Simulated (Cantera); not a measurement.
CHF3 + H2 + F2 (fluorocarbon and chlorocarbon gases)

Input: 1 mol CHF3, 0.4 mol H2, 0.05 mol F2, at 100 Torr.

Cantera equilibrium calculation (NASA polynomials, part measured and part estimated; ideal gas, pure solids and liquids). Candidate condensed phases: C, C6H6, C7H8, C8H18; 95 gas species. Gases not in the tables: C2F6 and larger saturated fluorocarbons. The numbers say what is thermodynamically allowed, not how fast it happens.

```tsv
T (K)	log p HF	log p CF4	log p CF2	log p F	log p CF3	n C(graphite)
1848	-0.95	-1.70	-3.39	-4.05	-4.29	0.672
1923	-0.95	-1.70	-3.09	-3.70	-4.05	0.669
1998	-0.95	-1.72	-2.82	-3.38	-3.83	0.664
2073	-0.95	-1.74	-2.57	-3.09	-3.63	0.655
2148	-0.96	-1.77	-2.34	-2.82	-3.46	0.643
2223	-0.97	-1.83	-2.15	-2.57	-3.32	0.624
2298	-0.98	-1.91	-1.98	-2.35	-3.21	0.601
```
log p: log10 of the partial pressure in bar; n: condensed amount in mol.

From 1848 K to 2298 K the condensed part is C(graphite). The main C-bearing gas is CF4 throughout. The share of C in condensed phases is highest at 1848 K (67.2 %) and lowest at 2298 K (60.1 %).
